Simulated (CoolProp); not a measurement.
The numbers come from the reference Helmholtz-energy equation of state, McLinden 2015 in CoolProp.

Problem. For the fluoroketone C6F12O (FK-5-1-12), give the phase and the density (kg/m³), isothermal compressibility (1/MPa), expansivity (1/kK) at 165.65 °C and 7.15 MPa.

Solution. 
- 165.65 °C and 7.15 MPa: liquid; density 1190, isothermal compressibility 0.0180, expansivity 3.29
